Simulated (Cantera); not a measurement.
## Dilute partial oxidation

An isothermal, constant-pressure homogeneous reactor starts with CH₂O : O₂ : N₂ = 0.0026 : 0.005 : 1 (molar parts), equivalence ratio 0.52, at 1275 K and 9.70 bar.

Model: GRI-Mech 3.0 (53 species, 325 reactions), integrated in Cantera.

| t (s) | x CH₂O | x O₂ | x CO₂ | x OH | x NO | x CO | x HO₂ |
|---|---|---|---|---|---|---|---|
| 2.00e-6 | 0.00258 | 0.00496 | <1e-12 | 5.23e-10 | <1e-12 | 8.30e-8 | 5.40e-8 |
| 8.53e-6 | 0.00258 | 0.00496 | <1e-12 | 1.66e-9 | <1e-12 | 6.31e-7 | 2.89e-7 |
| 3.64e-5 | 0.00257 | 0.00496 | 1.66e-10 | 1.49e-8 | <1e-12 | 7.17e-6 | 1.94e-6 |
| 0.000155 | 0.00194 | 0.00481 | 1.29e-6 | 1.41e-6 | 1.43e-12 | 0.000634 | 4.61e-5 |
| 0.000663 | 1.01e-10 | 0.00351 | 0.000503 | 1.28e-5 | 2.17e-8 | 0.00207 | 6.34e-6 |
| 0.00283 | 4.46e-12 | 0.00316 | 0.00103 | 3.11e-6 | 2.92e-8 | 0.00155 | 3.09e-6 |
| 0.0121 | <1e-12 | 0.00277 | 0.00181 | 2.34e-6 | 4.86e-8 | 0.000771 | 1.95e-6 |
| 0.0515 | <1e-12 | 0.00243 | 0.00248 | 1.54e-6 | 8.20e-8 | 9.91e-5 | 4.75e-7 |
| 0.220 | <1e-12 | 0.00238 | 0.00258 | 7.20e-7 | 1.06e-7 | 8.35e-7 | 7.24e-9 |
| 0.937 | <1e-12 | 0.00238 | 0.00258 | 2.66e-7 | 1.10e-7 | 2.52e-9 | 3.63e-10 |
| 4.00 | <1e-12 | 0.00238 | 0.00258 | 2.33e-7 | 1.10e-7 | 1.57e-9 | 2.90e-10 |
x: mole fraction; the columns are a selection and need not sum to one.

Equilibrium at this temperature and pressure: CH₂O <1e-12, O₂ 0.00236, CO₂ 0.00258, OH 2.32e-7, NO 4.01e-5, CO 1.58e-9, HO₂ 2.88e-10 (gas phase only).
